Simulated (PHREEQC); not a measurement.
PHREEQC input (ion-association model, wateq4f.dat):

```
SOLUTION_MASTER_SPECIES
  An  An-  0  An  62.0  # stands for a non-complexing anion
SOLUTION_SPECIES
  An- = An-
    -log_k 0
    -gamma 3.0 0
PHASES
  Fix_H+
    H+ = H+
    -log_k 0
SOLUTION 1
  temp 25
  units mmol/kgw
  pH 7 charge
  Cl 0.03
  Cu(2) 0.015
  Na 10
  An 10
END
SELECTED_OUTPUT 1
  -reset false
  -pH true
  -pe true
  -ionic_strength true
  -water true
  -totals Cl Cu Na Cu(1) Cu(2)
  -molalities Hfo_wOH Hfo_wOH2+ Hfo_wO- Hfo_sOH Hfo_sOH2+ Hfo_sO- Hfo_sOCu+ Hfo_wOCu+
  -saturation_indices Cu(OH)2 Atacamite Halite
USER_PUNCH 1
  -headings sigma psi
  10 PUNCH EDL("sigma", "Hfo"), EDL("psi", "Hfo")
PRINT
  -reset false
USE solution 1
SURFACE 1
  Hfo_wOH 6.06742e-05 600 0.027
  Hfo_sOH 1.51685e-06
EQUILIBRIUM_PHASES 1
  Fix_H+ -4 HAn 10
    -force_equality true
  O2(g) -0.68 10
END
# ... the last block is repeated for the other 16 points of pH, with NaOH or the acid as the point needs
```

Selected output (columns that matter, 13 of 17 rows; pH added in front):

```
pH	mu	Cu	Na	m_Hfo_wOH	m_Hfo_wOH2+	m_Hfo_wO-	m_Hfo_sOH	m_Hfo_sOH2+	m_Hfo_sO-	si_Cu(OH)2	si_Atacamite	si_Halite	sigma	psi
4	0.010173	1.4958e-05	0.01	2.4517e-05	3.5765e-05	3.85e-07	5.9883e-07	8.7358e-07	9.4039e-09	-5.6371	-9.903	-8.1955	0.21614	0.18492
4.38	0.010105	1.4816e-05	0.01	3.0874e-05	2.9013e-05	7.5266e-07	6.9609e-07	6.5413e-07	1.6969e-08	-4.8808	-8.7702	-8.1952	0.17322	0.17374
5.12	0.010057	1.3428e-05	0.01	3.9969e-05	1.8102e-05	2.0217e-06	3.496e-07	1.5833e-07	1.7683e-08	-3.4437	-6.6358	-8.195	0.10599	0.14872
5.5	0.010045	1.1559e-05	0.01	4.2186e-05	1.3314e-05	3.0621e-06	1.3601e-07	4.2925e-08	9.8723e-09	-2.7498	-5.628	-8.195	0.081755	0.13552
5.88	0.010032	8.0868e-06	0.010002	4.1903e-05	8.6502e-06	4.6501e-06	5.6651e-08	1.1695e-08	6.2868e-09	-2.1493	-4.8069	-8.1949	0.065036	0.12394
6.62	0.010028	1.9018e-06	0.01002	3.6455e-05	3.2561e-06	9.35e-06	2.3901e-08	2.1348e-09	6.1303e-09	-1.398	-4.0444	-8.1941	0.041697	0.10169
7	0.010028	9.5153e-07	0.010024	3.4362e-05	2.3784e-06	1.1373e-05	2.0872e-08	1.4446e-09	6.9079e-09	-1.2276	-4.0835	-8.1939	0.030071	0.085764
7.38	0.010029	7.5916e-07	0.010027	3.3145e-05	1.9643e-06	1.2812e-05	1.9837e-08	1.1756e-09	7.668e-09	-1.1379	-4.2842	-8.1938	0.020169	0.067273
8.12	0.010031	8.2462e-07	0.01003	3.1782e-05	1.5825e-06	1.4622e-05	1.9116e-08	9.5186e-10	8.7951e-09	-1.0463	-4.8409	-8.1936	0.0067171	0.027971
8.5	0.010033	8.8195e-07	0.010033	3.1277e-05	1.4646e-06	1.5302e-05	1.8896e-08	8.8482e-10	9.2446e-09	-1.0146	-5.1576	-8.1935	0.0016221	0.0070701
8.88	0.010039	9.4268e-07	0.010039	3.0791e-05	1.3616e-06	1.5952e-05	1.869e-08	8.2644e-10	9.6826e-09	-0.985	-5.4784	-8.1933	-0.0032278	-0.013938
9.62	0.010078	1.1062e-06	0.010079	2.9595e-05	1.1447e-06	1.7528e-05	1.8194e-08	7.0375e-10	1.0775e-08	-0.9154	-6.0792	-8.1917	-0.014886	-0.054275
10	0.010143	1.2449e-06	0.010145	2.8676e-05	1.0061e-06	1.8724e-05	1.7823e-08	6.2532e-10	1.1637e-08	-0.8642	-6.3569	-8.1891	-0.023668	-0.074248
```

The database's constant for dissolved Cu(OH)2 is higher than later reviews accept.
